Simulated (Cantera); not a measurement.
# Premixed flame

A freely propagating, adiabatic, planar premixed flame of 4.77 % C3H8, 17.0 % O2, 78.2 % N2, unburnt at 325 K and 1.00 bar; mixture-averaged transport, grid criteria slope 0.08 and curve 0.16, no radiation.

Cantera simulation using GRI-Mech 3.0 (53 species, 325 reactions); the numbers are that mechanism's predictions, not measurements. GRI-Mech 3.0 was tuned for natural gas; its chemistry of propane as a main component is partial and can be far from experiment. Burning velocities carry a grid error of a few per cent, more on coarse grids.

```
z (mm)  T (K)  u (m/s)    x C3H8      x O2     x CH4     x CO2    x HCN    x C2H2
------  -----  -------  --------  --------  --------  --------  -------  --------
-2.14     325    0.188    0.0476     0.170   1.75e-6   4.65e-7    <1e-8   9.42e-8
-1.43     329    0.191    0.0474     0.169   1.87e-5   8.89e-6    <1e-8   1.62e-6
-1.07     346    0.202    0.0471     0.166   9.86e-5   7.76e-5  6.90e-8   1.29e-5
-0.713    460    0.273    0.0456     0.155  0.000614  0.000920  8.20e-7  0.000136
-0.356    897    0.552    0.0320     0.110   0.00271   0.00714  5.98e-6  0.000960
-0.178   1258    0.798    0.0124    0.0699   0.00438    0.0149  1.21e-5   0.00197
0        1602     1.04  0.000280    0.0284   0.00341    0.0260  2.15e-5   0.00330
0.178    1764     1.15   9.53e-8   0.00809  0.000920    0.0359  3.16e-5   0.00197
0.356    1815     1.18     <1e-8   0.00211  0.000225    0.0421  3.49e-5  0.000782
0.713    1840     1.19     <1e-8  0.000189   2.78e-5    0.0477  3.14e-5  0.000184
1.43     1851     1.20     <1e-8   2.68e-5   3.06e-6    0.0501  2.25e-5   2.63e-5
2.85     1859     1.20     <1e-8   1.25e-5   2.77e-7    0.0505  1.34e-5   2.09e-6
5.70     1866     1.21     <1e-8   4.91e-6   2.40e-8    0.0503  7.30e-6   1.35e-7
```
x: mole fraction of selected species; z is measured from the peak of heat release.

| Item | Value |
|---|---|
| laminar burning velocity | 18.7 cm/s |
| thermal thickness | 0.713 mm |
| peak x(CH4) | 0.00462 |
| peak x(HCN) | 3.49e-5 |
| peak x(C2H2) | 0.00330 |
| grid points | 146 |
